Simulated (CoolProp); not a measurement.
Computed with CoolProp (reference Helmholtz-energy equation of state, Lemmon and Jacobsen 2000).

**Question.** Give the vapour pressure (kPa), vapour density (kg/m³), liquid viscosity (µPa s), vapour viscosity (µPa s) of saturated R143a at -28.35, -8.45 °C.

**Answer.** 
```json
[
 {"T (°C)": "-28.35", "p (kPa)": "229", "vapour density (kg/m³)": "10.3", "liquid viscosity (µPa s)": "183", "vapour viscosity (µPa s)": "9.16"},
 {"T (°C)": "-8.45", "p (kPa)": "472", "vapour density (kg/m³)": "20.8", "liquid viscosity (µPa s)": "153", "vapour viscosity (µPa s)": "9.88"}
]
```

Viscosity comes from a separate model (Klein 1997), an estimate that may be off by 10 % or more.
